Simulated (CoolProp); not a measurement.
Values from CoolProp's reference Helmholtz-energy equation of state, Span 1996.

### Question
For carbon dioxide, give the phase and the isothermal compressibility (1/MPa), Prandtl number at 280.7 K and 8.38 bar; 280.7 K and 108 bar; 280.7 K and 389 bar.

### Answer
- 280.7 K and 8.38 bar: gas; isothermal compressibility 1.26, Prandtl number 0.811
- 280.7 K and 108 bar: liquid; isothermal compressibility 0.00733, Prandtl number 2.09
- 280.7 K and 389 bar: liquid; isothermal compressibility 0.00261, Prandtl number 1.87

Viscosity comes from a separate model (Laesecke 2017). Thermal conductivity comes from a separate model (Huber 2016).
